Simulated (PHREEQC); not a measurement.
Consider water at 11 °C with 1.6 mmol/kgw HF, 140 mmol/kgw NH4HF2, 0.0005 mmol/kgw H4SiO4 and 0.32 mmol/kgw H2SO4. Closed to the air; pH follows from the charge balance.

Model: ion-association model, wateq4f.dat, run in PHREEQC.

```
quantity             before     after
-------------------  ------  --------
pH                     3.13      3.04
HF (mol/kgw)         0.0704    0.0131
H2F2 (mol/kgw)       0.0217  0.000734
SI of Quartz (SiO2)  -14.35     -9.45
```

### Question
What was changed between the two runs?
(A) diluted 2-fold with water
(B) NH4HF2 from 0.14 to 0.014 mol/kgw
(C) H2SO4 from 0.00032 to 6.4e-05 mol/kgw
(D) HF left out
(E) H2SO4 replaced by (NH4)2SO4 at the same molality

### Answer
B, NH4HF2 from 0.14 to 0.014 mol/kgw

This is a speciation only: nothing precipitates in the calculation. wateq4f.dat counts part of the HF as a dimer, H2F2, which phreeqc.dat doesn't know; its constant is uncertain. At this temperature some constants are extrapolated from 25 °C, and those without enthalpy data are left unchanged. SiF6-2 is the database's only silicon fluoride.
